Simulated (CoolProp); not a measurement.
Computed with CoolProp (reference Helmholtz-energy equation of state, Thol 2018).

Task: For hydrogen chloride, give the phase and the Z, cp (kJ/(kg K)), isothermal compressibility (1/MPa) at 356.2 K and 8740 kPa.

Result: 
- 356.2 K and 8740 kPa: supercritical; Z 0.657, cp 2.01, isothermal compressibility 0.187
